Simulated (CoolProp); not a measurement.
Computed with CoolProp (reference Helmholtz-energy equation of state, Wagner 2002).

Problem. Give the vapour pressure (MPa), liquid density (kg/m³), enthalpy of vaporisation (kJ/kg), vapour Z of saturated water at 271.55 °C.

Solution. 
| T (°C) | p (MPa) | liquid density (kg/m³) | enthalpy of vaporisation (kJ/kg) | vapour Z |
|---|---|---|---|---|
| 271.55 | 5.64 | 765 | 1600 | 0.778 |
